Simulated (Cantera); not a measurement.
Feed: 1 mol Si, 0.12 mol CO2, 250 mol N2, at 1825 °C and 1.00 Torr.

Cantera equilibrium calculation (NASA polynomials, part measured and part estimated; ideal gas, pure solids and liquids). The tables' values for SiN are old estimates; treat these amounts as uncertain. The numbers say what is thermodynamically allowed, not how fast it happens.

```tsv
species	before	after
N2	0.996	1.000
CO	0.000477	3.82e-5
SiO	0.000478	1.95e-8
Si	0.00347	<1e-9
SiN	2.63e-5	<1e-9
C(graphite), mol	0	0.110
Si2N2O(s), mol	0	0.230
Si3N4(s), mol	0	0.180
```
Gas species are given as mole fractions.

What was changed between the two runs?
A) 0.92 mol O2 added
B) N2 from 250 to 8.5 mol
C) temperature from 1825 °C to 977 °C
D) N2 from 250 to 12 mol

C, temperature from 1825 °C to 977 °C. N2 is the only nitrogen source here; it is nearly inert below about 1500 K, so the nitride shown seldom forms there in practice. Mutual solubility and eutectic melting of coexisting phases are not modelled
